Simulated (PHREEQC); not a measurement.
0.046 g of hydrous ferric oxide (600 m²/g; 0.2 weak and 0.005 strong sites per Fe, Dzombak-Morel constants, diffuse double layer) in 1 kg of water with 0.001 mol/kgw of an inert sodium salt and 6.8e-06 mol/kgw PbCl2, 3.2e-07 mol/kgw SrCl2 and 6.8e-05 mol/kgw H3BO3, at 25 °C; the pH is set by adding NaOH or the inert anion's acid. Oxygen is held at 0.21 atm. No CO2 enters from the air. Nothing may precipitate in this run.

Base run: PHREEQC, ion-association model, wateq4f.dat. Each further column changes one thing. The table gives Pb sorbed (%).

| pH | base | no electrostatic term (-no_edl) | background salt from 0.001 to 0.0001 mol/kgw | oxide from 0.046 to 0.23 g/kgw | 2e-05 mol/kgw BaCl2 added |
|---|---|---|---|---|---|
| 4 | 11.0 | 19.7 | 9.0 | 40.9 | 11.1 |
| 5 | 36.8 | 42.7 | 36.1 | 96.1 | 36.9 |
| 5.5 | 45.1 | 66.9 | 44.2 | 99.5 | 45.2 |
| 6.5 | 93.5 | 99.1 | 93.5 | 100.0 | 93.5 |
| 7.5 | 99.9 | 100.0 | 99.9 | 100.0 | 99.9 |
| 8.5 | 100.0 | 100.0 | 100.0 | 100.0 | 100.0 |
| 9 | 100.0 | 100.0 | 100.0 | 100.0 | 100.0 |
| 10 | 100.0 | 99.6 | 100.0 | 100.0 | 100.0 |
